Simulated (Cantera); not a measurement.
Cantera run:

```python
import numpy as np
import cantera as ct

gas_names = """
    H HNO HNO2 HNO3 HO2 H2 H2O H2O2 N NH NH2 NH3 NH2OH NO NO2 NO3 N2 N2H2 N2H4 N2O O OH O2 O3 Si SiH
    SiH2 SiH3 SiH4 SiN SiO SiO2 Si2 Si2N Si3
""".split()
cond_names = """
    H2O(s) H2O(L) Si(cr) Si(L) SiO2(Lqz) SiO2(hqz) SiO2(L) Si2N2O(s) Si3N4(a)
""".split()


# ... load() reads the species with a 1 bar reference pressure and builds the phases ...
atoms = {
    'Si': {'Si': 1},
    'H2O': {'H': 2, 'O': 1},
    'N2': {'N': 2},
}
top_T = {'Si2N2O(s)': 2100, 'Si3N4(a)': 2400}  # K; cautious upper limits of use, not melting points


# ... equilibrate(T, P, feed) seeds the gas with the atoms and calls Mixture.equilibrate('TP', solver="vcs", rtol=1e-11, max_steps=5000) ...
results = []
feed = {'Si': 1, 'H2O': 0.057, 'N2': 20}  # mol
T = 2073  # K
P = 1000  # Pa
mix = equilibrate(T, P, feed)
results.append((T, P, feed, dict(zip(mix.species_names, mix.species_moles))))
x = sorted(zip(gas.X, gas.species_names), reverse=True)
print(f"T = {T:g} K  P = {P:g} Pa  gas = {mix.phase_moles(0):.4g} mol")
print("   x: " + "  ".join(f"{s} {v:.3e}" for v, s in x if v > 1e-06))
print("   condensed (mol): " + ("  ".join(f"{mix.phase(i).name} {mix.phase_moles(i):.4g}"
      for i in range(1, mix.n_phases) if mix.phase_moles(i) > 1e-12) or "none"))
```

Result:

```
T = 2073 K  P = 1000 Pa  gas = 20.34 mol
   x: N2 9.832e-01  Si 9.968e-03  SiO 2.803e-03  H2 2.176e-03  H 1.227e-03  Si2N 2.674e-04  SiN 2.175e-04  Si2 1.224e-04  SiH 2.674e-05  Si3 2.533e-05
   condensed (mol): Si(L) 0.7179
```

Method: chemical equilibrium by Gibbs-energy minimisation in Cantera with the NASA 1993 tables (ideal gas, pure condensed phases). The tables' values for SiN are old estimates; treat these amounts as uncertain.
